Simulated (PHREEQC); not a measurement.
**Copper plating or etch bath: speciation**

Consider water at 25 °C with 3 mmol/kgw CuSO4, 47 mmol/kgw Mn(NO3)2 and 0.042 mmol/kgw Na2SO4. Closed to the air; pH follows from the charge balance.

The numbers come from PHREEQC with the ion-association model, wateq4f.dat.

No solid was allowed to form.

What pH does the model give?

pH 5.16.

In which forms is Cu present?

Cu+2 96 %, CuSO4 3.4 % of the Cu.

Saturation is exceeded, for instance for Brochantite, Antlerite; the values hold only as long as no solid forms. Complexes and solids missing from the database can't appear.
